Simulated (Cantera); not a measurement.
Input (Python, Cantera) and output of one run.

```python
import numpy as np
import cantera as ct

gas_names = """
    C CH CH2 CH3 CH2OH CH3O CH4 CH3OH CN CO CO2 COOH C2 C2H CHCO,ketyl C2H2,acetylene C2H2,vinylidene
    CH2CO,ketene C2H3,vinyl CH3CN CH3CO,acetyl C2H4 C2H4O,ethylen CH3CHO,ethanal CH3COOH (HCOOH)2 C2H5
    C2H6 CH3OCH3 C2H5OH CCN CNC C2N2 C2O C3 C3H3,propargyl C3H4,allene C3H4,propyne C3H4,cyclo-
    C3H5,allyl C3H6,propylene C3H6,cyclo- C3H6O C3H7,n-propyl C3H7,i-propyl C3H8 C3H8O,1propanol
    C3H8O,2propanol C3O2 C4 C4H2 C4H4,1,3-cyclo- C4H6,butadiene C4H6,2-butyne C4H6,cyclo- C4H8,1-butene
    C4H8,cis2-buten C4H8,tr2-butene C4H8,isobutene C4H8,cyclo- (CH3COOH)2 C4H9,n-butyl C4H9,i-butyl
    C4H9,s-butyl C4H9,t-butyl C4H10,isobutane C4H10,n-butane C4N2 C5 C5H6,1,3cyclo- C5H8,cyclo-
    C5H10,1-pentene C5H10,cyclo- C5H11,pentyl C5H11,t-pentyl C5H12,n-pentane C5H12,i-pentane
    CH3C(CH3)2CH3 C6H2 C6H5,phenyl C6H5O,phenoxy C6H6 C6H5OH,phenol C6H10,cyclo- C6H12,1-hexene
    C6H12,cyclo- C6H13,n-hexyl C7H7,benzyl C7H8 C7H8O,cresol C7H14,1-heptene C7H15,n-heptyl
    C7H16,n-heptane C8H8,styrene C8H10,ethylbenz C8H16,1-octene C8H17,n-octyl C8H18,isooctane
    C8H18,n-octane C9H19,n-nonyl C10H8,naphthale C10H21,n-decyl C12H9,o-bipheny C12H10,bipheny H HCN HCO
    HCCN HNC HNCO HNO HNO2 HNO3 HO2 H2 HCHO,formaldehy HCOOH H2O H2O2 N NCO NH NH2 NH3 NH2OH NO NO2 NO3
    N2 N2H2 N2H4 N2O O OH O2 O3
""".split()
cond_names = """
    C(gr) C6H6(L) C7H8(L) C8H18(L),n-octa H2O(s) H2O(L)
""".split()


def load(file, names, dense=False):
    # The tables refer to 1 bar. Condensed volumes are neglected.
    table = {s.name: s for s in ct.Species.list_from_file(file)}
    out = []
    for n in names:
        d = dict(table[n].input_data)
        d["thermo"] = dict(d["thermo"], **{"reference-pressure": 1e5})
        if dense:
            d["equation-of-state"] = {"model": "constant-volume", "density": "1e6 g/cm^3"}
        out.append(ct.Species.from_dict(d))
    return out


gas = ct.Solution(thermo="ideal-gas", species=load("nasa_gas.yaml", gas_names))
cond = {s.name: ct.Solution(thermo="fixed-stoichiometry", species=[s], name=s.name)
        for s in load("nasa_condensed.yaml", cond_names, dense=True)}
atoms = {
    'C2H5OH': {'C': 2, 'H': 6, 'O': 1},
    'O2': {'O': 2},
    'N2': {'N': 2},
}
top_T = {'C(gr)': 4500}  # K; cautious upper limits of use, not melting points


def equilibrate(T, P, feed):
    n = {}
    for name, mol in feed.items():
        for a, k in atoms[name].items():
            n[a] = n.get(a, 0.0) + k * mol
    gas.TPX = T, P, n
    mass = sum(n.values()) * gas.mean_molecular_weight
    gas.equilibrate("TP")
    valid = [c for c in cond.values() if c.min_temp <= T <= top_T.get(c.name, c.max_temp)]
    mix = ct.Mixture([(gas, mass / gas.mean_molecular_weight)] + [(c, 0.0) for c in valid])
    mix.T, mix.P = T, P
    mix.equilibrate("TP", solver="vcs", rtol=1e-11, max_steps=5000)
    return mix


results = []
feed = {'C2H5OH': 1, 'O2': 0.022, 'N2': 0.22}  # mol
T = 2598.15  # K
P = 1333.22  # Pa
mix = equilibrate(T, P, feed)
results.append((T, P, feed, dict(zip(mix.species_names, mix.species_moles))))
x = sorted(zip(gas.X, gas.species_names), reverse=True)
print(f"T = {T:g} K  P = {P:g} Pa  gas = {mix.phase_moles(0):.4g} mol")
print("   x: " + "  ".join(f"{s} {v:.3e}" for v, s in x if v > 1e-06))
print("   condensed (mol): " + ("  ".join(f"{mix.phase(i).name} {mix.phase_moles(i):.4g}"
      for i in range(1, mix.n_phases) if mix.phase_moles(i) > 1e-12) or "none"))
```

It prints:

```
T = 2598.15 K  P = 1333.22 Pa  gas = 4.825 mol
   x: H2 4.911e-01  H 2.312e-01  CO 2.164e-01  N2 3.844e-02  HCN 1.232e-02  C2H2,acetylene 7.907e-03  HNC 1.608e-03  CN 3.833e-04  C2H 3.265e-04  C3 1.618e-04  C4H2 5.275e-05  C 4.571e-05  C2 1.518e-05  C2H2,vinylidene 8.479e-06  C2N2 5.260e-06  CH 3.573e-06  CH2 3.438e-06  CH3 3.429e-06  N 1.190e-06
   condensed (mol): C(gr) 0.8036
```

These are equilibrium values from Cantera (NASA tables, ideal gas, pure condensed phases), not measurements of a reactor.
